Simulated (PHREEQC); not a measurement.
Consider water at 25 °C with 0.0056 mol/kgw HCl, 0.0011 mol/kgw MnSO4 and 0.0038 mol/kgw Na2SO4. Closed to the air; pH follows from the charge balance.

Model: Pitzer model, pitzer.dat, run in PHREEQC.

| quantity | before | after |
|---|---|---|
| pH | 2.39 | 2.33 |
| HSO4- (mol/kgw) | 0.000952 | 0.000427 |
| SI of Mirabilite (Na2SO4:10H2O) | -5.79 | -7.55 |
| SI of Halite (NaCl) | -6.07 | -6.75 |

Q: What was changed between the two runs?
(A) HCl from 0.0056 to 0.0112 mol/kgw
(B) Na2SO4 from 0.0038 to 0.00076 mol/kgw
(C) temperature from 25 to 75 °C
(D) temperature from 25 to 15 °C
(E) temperature from 25 to 55 °C

A: B, Na2SO4 from 0.0038 to 0.00076 mol/kgw

This is a speciation only: nothing precipitates in the calculation.
